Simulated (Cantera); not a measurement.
# Equilibrium for iron carbonyl, mercury and lead vapours: PbO + H2

Feed: 1 mol PbO, 68 mol H2, equilibrated at 0.133 bar.

Cantera equilibrium calculation (NASA polynomials, part measured and part estimated; ideal gas, pure solids and liquids). Candidate condensed phases: H2O, Pb, PbO, PbO2, Pb3O4; 12 gas species. The numbers say what is thermodynamically allowed, not how fast it happens.

From 698 K to 1223 K the condensed part is Pb(l). From 1298 K to 1673 K nothing is condensed.

```
T (K)   x H2   x H2O      x Pb       x H     x Pb2     x PbO      x OH  n Pb(l)
-----  -----  ------  --------  --------  --------  --------  --------  -------
698    0.985  0.0147   7.62e-9    <1e-12    <1e-12    <1e-12    <1e-12    1.000
773    0.985  0.0147   1.73e-7  2.47e-12    <1e-12    <1e-12    <1e-12    1.000
848    0.985  0.0147   2.24e-6  5.17e-11    <1e-12    <1e-12    <1e-12    1.000
923    0.985  0.0147   1.90e-5  6.65e-10  1.71e-11    <1e-12    <1e-12    0.999
998    0.985  0.0147  0.000116   5.85e-9  3.55e-10  4.67e-12    <1e-12    0.992
1073   0.985  0.0147  0.000548   3.81e-8   4.76e-9  6.16e-11  2.12e-12    0.963
1148   0.983  0.0147   0.00210   1.95e-7   4.49e-8  5.80e-10  1.73e-11    0.857
1223   0.979  0.0146   0.00681   8.15e-7   3.19e-7   4.13e-9  1.10e-10    0.534
1298   0.971  0.0145    0.0145   2.89e-6   1.02e-6   1.77e-8  5.59e-10        0
1373   0.971  0.0145    0.0145   8.99e-6   7.53e-7   3.31e-8   2.39e-9        0
1448   0.971  0.0145    0.0145   2.49e-5   5.70e-7   5.79e-8   8.84e-9        0
1523   0.971  0.0145    0.0145   6.24e-5   4.44e-7   9.61e-8   2.87e-8        0
1598   0.971  0.0145    0.0145  0.000144   3.53e-7   1.52e-7   8.35e-8        0
1673   0.971  0.0145    0.0145  0.000307   2.86e-7   2.31e-7   2.21e-7        0
```
x: gas mole fraction; n: condensed amount in mol.
